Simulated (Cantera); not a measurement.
An adiabatic, constant-pressure homogeneous reactor starts with CO : H₂ : O₂ : N₂ = 1 : 0.7 : 2.83 : 26.6 (molar parts), equivalence ratio 0.30, at 1823 K and 0.681 atm.

Computed with Cantera and GRI-Mech 3.0 (53 species, 325 reactions).

**Question.** Predict: time of steepest temperature rise; temperature at 6.00 s; equilibrium temperature; x(CO) at 6.00 s; x(H₂) at 6.00 s; x(O₂) at 6.00 s; x(H₂O) at 6.00 s; x(N₂O) at 6.00 s.

**Answer.** 
| Item | Value |
|---|---|
| time of steepest temperature rise | 34.7 µs |
| temperature at 6.00 s | 2188 K |
| equilibrium temperature | 2188 K |
| x(CO) at 6.00 s | 0.000867 (gas-phase equilibrium 0.000867) |
| x(H₂) at 6.00 s | 0.000114 (gas-phase equilibrium 0.000114) |
| x(O₂) at 6.00 s | 0.0615 (gas-phase equilibrium 0.0615) |
| x(H₂O) at 6.00 s | 0.0220 (gas-phase equilibrium 0.0220) |
| x(N₂O) at 6.00 s | 3.42e-7 (gas-phase equilibrium 3.42e-7) |
